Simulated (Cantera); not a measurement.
What does this Cantera script print?

```python
import numpy as np
import cantera as ct

gas = ct.Solution("gri30.yaml")
gas.TPX = 575, 46000, {'CO': 1, 'H2': 1.3, 'O2': 0.821, 'N2': 3.37, 'CO2': 0.025}
flame = ct.FreeFlame(gas, width=0.069)
flame.set_refine_criteria(ratio=3, slope=0.08, curve=0.16)
flame.transport_model = "mixture-averaged"
flame.solve(loglevel=0, auto=True)
z, T = flame.grid, flame.T
thick = (T[-1] - T[0]) / np.gradient(T, z).max()
show = ['CO', 'H2', 'O2', 'NO', 'O', 'OH']
print(f"laminar burning velocity  {flame.velocity[0] * 100:.3f} cm/s")
print(f"burnt temperature         {T[-1]:.1f} K")
print(f"thermal thickness         {thick * 1e3:.4f} mm")
print(f"grid points               {len(z)}")
z0 = z[flame.heat_release_rate.argmax()]
print(f"{'z/mm':>9s}{'T/K':>9s}{'u/(m/s)':>9s}" + "".join(f"{s:>11s}" for s in show))
rows = []
for k in (-3, -2, -1.5, -1, -0.5, -0.25, 0, 0.25, 0.5, 1, 2, 4, 8):
    zz = z0 + k * thick
    rows.append([k * thick, np.interp(zz, z, T), np.interp(zz, z, flame.velocity),
                 *(np.interp(zz, z, flame.X[gas.species_index(s)]) for s in show)])
    print(f"{rows[-1][0] * 1e3:9.3f}{rows[-1][1]:9.1f}{rows[-1][2]:9.3f}" + "".join(f"{x:11.3e}" for x in rows[-1][3:]))
```

Output:

```
laminar burning velocity  487.022 cm/s
burnt temperature         2401.4 K
thermal thickness         1.4826 mm
grid points               145
     z/mm      T/K  u/(m/s)         CO         H2         O2         NO          O         OH
   -4.448    575.0    4.870  1.535e-01  1.995e-01  1.260e-01  2.122e-17  3.373e-17  6.638e-19
   -2.965    575.0    4.870  1.535e-01  1.995e-01  1.260e-01  2.122e-17  5.033e-15  1.058e-16
   -2.224    575.0    4.870  1.535e-01  1.995e-01  1.260e-01  2.123e-17  4.116e-13  9.366e-15
   -1.483    575.0    4.870  1.535e-01  1.995e-01  1.260e-01  3.005e-17  3.189e-10  1.180e-11
   -0.741    580.8    4.911  1.537e-01  1.979e-01  1.260e-01  1.339e-12  3.668e-06  1.494e-05
   -0.371    737.2    6.150  1.530e-01  1.777e-01  1.215e-01  3.985e-09  2.095e-04  4.422e-04
    0.000   1159.8    9.440  1.435e-01  9.409e-02  8.311e-02  6.204e-07  5.866e-03  2.689e-03
    0.371   1461.4   11.724  1.183e-01  3.899e-02  3.381e-02  4.237e-06  1.236e-02  6.817e-03
    0.741   1603.1   12.717  1.004e-01  3.695e-02  2.192e-02  8.628e-06  1.210e-02  8.764e-03
    1.483   1748.4   13.699  8.939e-02  4.036e-02  1.643e-02  1.574e-05  1.037e-02  1.042e-02
    2.965   1891.3   14.660  9.004e-02  4.034e-02  1.358e-02  2.532e-05  8.258e-03  1.155e-02
    5.930   2031.6   15.578  9.160e-02  3.846e-02  1.075e-02  3.757e-05  5.930e-03  1.180e-02
   11.861   2162.3   16.410  9.122e-02  3.599e-02  7.619e-03  5.615e-05  3.750e-03  1.096e-02
```

Cantera simulation using GRI-Mech 3.0 (53 species, 325 reactions); the numbers are that mechanism's predictions, not measurements. Burning velocities carry a grid error of a few per cent, more on coarse grids.
